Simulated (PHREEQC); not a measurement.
Solution A (0.016 mol MnSO4, 0.024 mol CaCl2, 9.5e-05 mol HCl and 0.064 mol NaCl per kg of water) is mixed with solution B (2 mmol/kgw PbCl2 and 0.042 mmol/kgw Na2SO4) at 25 °C; shares are by mass of water, 1 kg in all. The system is closed to oxygen. CO2 from the air is kept out. Only these solids could form: Gypsum, Portlandite, Pyrochroite, Litharge, Anglesite, Cotunnite, Laurionite, Larnakite, Halite, Mirabilite.

Model: ion-association model, wateq4f.dat, run in PHREEQC.

```csv
share of solution B,pH,Anglesite (mol),Larnakite (mol)
0,4.24,0,0
0.1,4.28,0.000147,0
0.2,4.32,0.000347,0
0.3,4.36,0.000547,0
0.4,4.42,0.000746,0
0.5,4.48,0.000945,0
0.6,4.56,0.00114,0
0.7,4.66,0.00133,0
0.8,4.81,0.00151,0
0.9,5.06,0.00141,0
1,5.20,1.45e-5,1.12e-6
```

Anglesite from share of solution B = 0.1 (pH 4.28); Larnakite from share of solution B = 1 (pH 5.20).
